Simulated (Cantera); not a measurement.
An isothermal, constant-pressure homogeneous reactor starts with CH₄ : H₂O = 1 : 1.1 (molar parts), at 1650 K and 680000 Pa.

Computed with Cantera and GRI-Mech 3.0 (53 species, 325 reactions).

Q: Predict: x(CH₄) at 2.00 s; x(H₂O) at 2.00 s; x(CO₂) at 2.00 s; x(OH) at 2.00 s; x(H₂) at 2.00 s; x(CH₂) at 2.00 s; x(C₂H) at 2.00 s.

A: 
| Item | Value |
|---|---|
| x(CH₄) at 2.00 s | 0.0656 (gas-phase equilibrium 0.000166) |
| x(H₂O) at 2.00 s | 0.110 (gas-phase equilibrium 0.0223) |
| x(CO₂) at 2.00 s | 0.0100 (gas-phase equilibrium 0.00228) |
| x(OH) at 2.00 s | 2.21e-7 (gas-phase equilibrium 4.12e-8) |
| x(H₂) at 2.00 s | 0.620 (gas-phase equilibrium 0.734) |
| x(CH₂) at 2.00 s | 3.06e-9 (gas-phase equilibrium 5.55e-12) |
| x(C₂H) at 2.00 s | 1.94e-9 (gas-phase equilibrium <1e-12) |
